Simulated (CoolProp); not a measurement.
A single-stage vapour-compression cycle with R114: evaporating at 285.15 K (dew point), condensing at 318.15 K (bubble point), superheat 2 K, subcooling 2 K, compressor efficiency 0.65, no pressure losses. Each further row changes one setting.

The numbers come from the reference Helmholtz-energy equation of state, Platzer 1990 in CoolProp. This equation is an older, rougher fit; its heat capacities, sound speeds and derivatives of the liquid may be far off and weren't checked against measurements.

| case | cooling COP | pressure ratio | discharge temperature (K) | refrigerating effect (kJ/kg) | volumetric capacity (kJ/m³) |
|---|---|---|---|---|---|
| as stated | 4.83 | 2.82 | 322.0 | 103 | 1070 |
| evaporating temperature 290.15 K | 5.94 | 2.37 | 321.5 | 106 | 1300 |
| condensing temperature 313.15 K | 5.87 | 2.45 | 317.1 | 108 | 1130 |
| subcooling 7 K | 5.07 | 2.82 | 322.0 | 108 | 1130 |
| superheat 12 K | 4.93 | 2.82 | 332.5 | 110 | 1100 |
| compressor efficiency 0.55 | 4.09 | 2.82 | 327.1 | 103 | 1070 |
